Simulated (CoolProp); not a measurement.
Vapour-liquid equilibrium of o-xylene (1) + n-decane (2) at 443.4 K; x and y are mole fractions of (1).

Computed with CoolProp (multi-fluid Helmholtz-energy mixture model, Zhou 2012 and Lemmon 2006; pair parameters Bell 2016).

Q: Give the bubble pressure and the first vapour's composition at x = 0.2, 0.275, 0.95. Is there an azeotrope?

A: x = 0.2: 0.1110 MPa, y = 0.331; x = 0.275: 0.1184 MPa, y = 0.429; x = 0.95: 0.1868 MPa, y = 0.974. No azeotrope shows between x = 0.05 and 0.95.

Pair parameters are fitted to limited data, so mixtures are less certain than the pure fluids.
